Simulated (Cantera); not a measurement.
A freely propagating, adiabatic, planar premixed flame of CH4 : CO : O2 : N2 = 1 : 0.11 : 2.39 : 8.98 (molar parts), equivalence ratio 0.86, unburnt at 550 K and 10.0 bar; mixture-averaged transport, grid criteria slope 0.08 and curve 0.16, no radiation.

Detailed kinetics in Cantera: GRI-Mech 3.0 (53 species, 325 reactions). Burning velocities carry a grid error of a few per cent, more on coarse grids.

Q: How do the results move with these cheaper or finer settings: unity-Lewis-number transport; multicomponent transport; multicomponent+Soret transport; grid criteria slope 0.5, curve 1; grid criteria slope 0.25, curve 0.5; grid criteria slope 0.03, curve 0.06?

A: 
```csv
setting,laminar burning velocity,thermal thickness,peak x(H),grid points,grid points
as above,39.1 cm/s,0.0741 mm,0.00101,141,141
unity-Lewis-number transport,36.1 cm/s,0.0728 mm,0.00135,136,136
multicomponent transport,39.5 cm/s,0.0748 mm,0.00102,142,142
multicomponent+Soret transport,39.0 cm/s,0.0752 mm,0.00100,142,142
"grid criteria slope 0.5, curve 1",43.0 cm/s,0.0821 mm,0.00100,33,33
"grid criteria slope 0.25, curve 0.5",40.3 cm/s,0.0768 mm,0.00101,53,53
"grid criteria slope 0.03, curve 0.06",38.4 cm/s,0.0733 mm,0.00101,329,329
```
The base run took around 9 core-seconds (rough).
Unity Lewis numbers drop preferential diffusion, which matters most where H2 and H carry the flame; Soret adds thermal diffusion.
